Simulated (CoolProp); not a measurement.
A single-stage vapour-compression cycle with n-butane: evaporating at 226.15 K (dew point), condensing at 272.15 K (bubble point), superheat 0 K, subcooling 5 K, compressor efficiency 0.7, no pressure losses. Each further row changes one setting.

Computed with CoolProp (reference Helmholtz-energy equation of state, Bücker 2006).

```json
[
 {"case": "as stated", "cooling COP": "3.03", "pressure ratio": "8.78", "discharge temperature (K)": "299.3", "refrigerating effect (kJ/kg)": "333", "volumetric capacity (kJ/m³)": "118"},
 {"case": "evaporating temperature 231.15 K", "cooling COP": "?", "pressure ratio": "6.61", "discharge temperature (K)": "295.1", "refrigerating effect (kJ/kg)": "?", "volumetric capacity (kJ/m³)": "?"},
 {"case": "condensing temperature 267.15 K", "cooling COP": "?", "pressure ratio": "?", "discharge temperature (K)": "292.6", "refrigerating effect (kJ/kg)": "345", "volumetric capacity (kJ/m³)": "122"},
 {"case": "subcooling 10 K", "cooling COP": "3.14", "pressure ratio": "8.78", "discharge temperature (K)": "299.3", "refrigerating effect (kJ/kg)": "345", "volumetric capacity (kJ/m³)": "122"},
 {"case": "superheat 10 K", "cooling COP": "3.03", "pressure ratio": "8.78", "discharge temperature (K)": "?", "refrigerating effect (kJ/kg)": "348", "volumetric capacity (kJ/m³)": "?"},
 {"case": "compressor efficiency 0.6", "cooling COP": "2.60", "pressure ratio": "8.78", "discharge temperature (K)": "?", "refrigerating effect (kJ/kg)": "333", "volumetric capacity (kJ/m³)": "118"}
]
```

### Question
What belongs in the gaps?

### Answer

- evaporating temperature 231.15 K, cooling COP: 3.54
- evaporating temperature 231.15 K, refrigerating effect (kJ/kg): 340
- evaporating temperature 231.15 K, volumetric capacity (kJ/m³): 156
- condensing temperature 267.15 K, cooling COP: 3.47
- condensing temperature 267.15 K, pressure ratio: 7.23
- superheat 10 K, discharge temperature (K): 310.2
- superheat 10 K, volumetric capacity (kJ/m³): 117
- compressor efficiency 0.6, discharge temperature (K): 309.7
